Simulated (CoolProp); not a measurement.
Vapour pressure (kPa) of ethylene: the reference equation beside estimates from Tc = 282.4 K, pc = 5042 kPa, ω = 0.087. Clausius-Clapeyron is anchored at 169 K with a constant enthalpy of vaporisation of 13.55 kJ/mol.

Computed with CoolProp (reference Helmholtz-energy equation of state, Smukala 2000).

```csv
T (K),reference,Lee-Kesler,Clausius-Clapeyron,Soave-Redlich-Kwong,Peng-Robinson
153.1,34.61,34.22,36.40,34.13,35.82
161,60.10,59.49,61.37,59.36,61.51
169,99.08,98.30,99.08,98.09,100.6
176.9,154.5,153.7,152.4,153.4,155.9
184.9,232.3,231.6,227.0,231.2,233.4
192.9,336.6,336.3,327.2,335.9,337.2
200.8,470.6,470.8,456.2,471.0,470.6
208.8,642.9,643.7,622.6,645.2,642.5
216.7,854.7,855.8,827.5,859.7,854.1
224.7,1117,1118,1082,1126,1117
232.6,1428,1429,1384,1443,1430
```

Absolute difference from the reference over all 11 rows, mean and median: Lee-Kesler 0.4 and 0.1 %, Clausius-Clapeyron 2.7 and 3.1 %, Soave-Redlich-Kwong 0.7 and 0.7 %, Peng-Robinson 0.8 and 0.2 %.
